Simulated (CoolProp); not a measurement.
Model: reference Helmholtz-energy equation of state, Lemmon 2006, in CoolProp. It is a short technical equation, of lower accuracy than the large ones.

Task: For isopentane, give the phase and the cv (kJ/(kg K)), conductivity (mW/(m K)) at 331.3 K and 0.267 bar.

Result: 
- 331.3 K and 0.267 bar: gas; cv 1.69, conductivity 18.1

Thermal conductivity comes from a separate model (Vassiliou 2015).
